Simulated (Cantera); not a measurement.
A freely propagating, adiabatic, planar premixed flame of 11.2 % CH4, 18.7 % O2, 70.1 % N2, unburnt at 673 K and 0.987 atm; mixture-averaged transport, grid criteria slope 0.08 and curve 0.16, no radiation.

Model: GRI-Mech 3.0 (53 species, 325 reactions), integrated in Cantera. Burning velocities carry a grid error of a few per cent, more on coarse grids.

**Question.** Predict: laminar burning velocity; thermal thickness; peak x(CH2O); peak x(C2H2); peak x(HO2).

**Answer.** 
```
Quantity                     Value
------------------------  --------
laminar burning velocity  153 cm/s
thermal thickness         0.316 mm
peak x(CH2O)               0.00128
peak x(C2H2)              0.000583
peak x(HO2)               0.000165
```
